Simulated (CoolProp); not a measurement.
A simple Rankine cycle with fluoroethane (R161): condensing at 302.15 K, boiler at 3.19 MPa, turbine inlet 391.7 K, turbine efficiency 0.6, pump efficiency 0.6, no recuperator. Each further row changes one setting.

The numbers come from the reference Helmholtz-energy equation of state, Wu 2012 in CoolProp.

```json
[
 {"case": "as stated", "thermal efficiency (%)": "7.0", "net work (kJ/kg)": "30.0", "heat in (kJ/kg)": "431", "turbine exit temperature (K)": "345.3", "volume ratio over the turbine": "3.16"},
 {"case": "turbine inlet 411.7 K", "thermal efficiency (%)": "7.1", "net work (kJ/kg)": "33.5", "heat in (kJ/kg)": "470", "turbine exit temperature (K)": "368.1", "volume ratio over the turbine": "3.11"},
 {"case": "condensing temperature 294.15 K", "thermal efficiency (%)": "8.1", "net work (kJ/kg)": "36.1", "heat in (kJ/kg)": "449", "turbine exit temperature (K)": "338.0", "volume ratio over the turbine": "3.91"},
 {"case": "boiler pressure 2.23 MPa", "thermal efficiency (%)": "5.2", "net work (kJ/kg)": "23.3", "heat in (kJ/kg)": "451", "turbine exit temperature (K)": "362.9", "volume ratio over the turbine": "2.16"},
 {"case": "turbine efficiency 0.5", "thermal efficiency (%)": "5.6", "net work (kJ/kg)": "24.1", "heat in (kJ/kg)": "431", "turbine exit temperature (K)": "349.1", "volume ratio over the turbine": "3.21"}
]
```
